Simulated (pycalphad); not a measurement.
Source of the numbers: pycalphad with the COST 507 light-alloy database (1999); pressure 1 atm. No gas phase is included, though pure Mn would boil below 2600 K. These are 1990s assessments: newer ones move some temperatures and phases. The system is extrapolated from its subsystems; higher-order compounds may be missing. Kinetics are ignored, which matters at the lower temperatures.

Question: How does the equilibrium phase assembly of Ti-1.266Si-0.2431Mn (wt.%) change on cooling from 2600 K to 500 K?

Answer: 
```csv
T (K),phases above,phases below
1900.3,liquid,bcc + liquid
1714.8,bcc + liquid,bcc
1276.9,bcc,bcc + SITI3
1134.6,bcc + SITI3,bcc + hcp + SITI3
1079.2,bcc + hcp + SITI3,hcp + SITI3
750.0,hcp + SITI3,ALPHA_TIMN + hcp + SITI3
```
Changes were sought between steps of 50 K, so a narrower field can be missed.

Database names, with the compositions (at.%) that they take in these runs: SITI3: Ti 75 Si 25; ALPHA_TIMN: Ti 50 Mn 50.
